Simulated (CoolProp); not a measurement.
n-perfluorohexane along the isobar 5.92 MPa: fugacity coefficient from the reference equation and from simpler models built on Tc = 174.9 °C, pc = 1.742 MPa, ω = 0.497; each cubic takes its own stable root.

Model: reference Helmholtz-energy equation of state, Gao 2022, in CoolProp.

```json
[
 {"T (°C)": "102.55", "phase": "liquid", "reference": "0.08313"},
 {"T (°C)": "107.05", "phase": "liquid", "reference": "0.09144"},
 {"T (°C)": "111.55", "phase": "liquid", "reference": "0.1002"},
 {"T (°C)": "116.15", "phase": "liquid", "reference": "0.1097"},
 {"T (°C)": "120.65", "phase": "liquid", "reference": "0.1195"},
 {"T (°C)": "125.15", "phase": "liquid", "reference": "0.1298"},
 {"T (°C)": "129.75", "phase": "liquid", "reference": "0.1407"},
 {"T (°C)": "134.25", "phase": "liquid", "reference": "0.1519"},
 {"T (°C)": "138.75", "phase": "liquid", "reference": "0.1635"},
 {"T (°C)": "143.25", "phase": "liquid", "reference": "0.1755"},
 {"T (°C)": "147.85", "phase": "liquid", "reference": "0.1882"},
 {"T (°C)": "152.35", "phase": "liquid", "reference": "0.2010"},
 {"T (°C)": "156.85", "phase": "liquid", "reference": "0.2141"}
]
```

Task: How far does each simpler model (van der Waals, Soave-Redlich-Kwong) lie from the reference over these 13 states: mean and median of the absolute difference, and the worst?

Result: 
- van der Waals: mean 88.8 %, median 83.3 %, worst +150.3 % at 102.55 °C and 5.92 MPa
- Soave-Redlich-Kwong: mean 9.9 %, median 10.0 %, worst +10.8 % at 156.85 °C and 5.92 MPa
